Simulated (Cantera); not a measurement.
Feed: 1 mol SO2, 0.1 mol H2O, 0.081 mol O2, equilibrated at 75000 Torr.

These are equilibrium values from Cantera (NASA tables, ideal gas, pure condensed phases), not measurements of a reactor. Candidate condensed phases: H2O, H2SO4, S; 19 gas species. The ideal-gas law is rough above about 30 bar. Rates play no part.

Problem. At 1773 K, list the 4 most abundant gas species with their mole fractions, and the condensed phases.

Solution. SO2 0.833, H2O 0.0856, O2 0.0578, SO3 0.0232. Condensed: gas only.
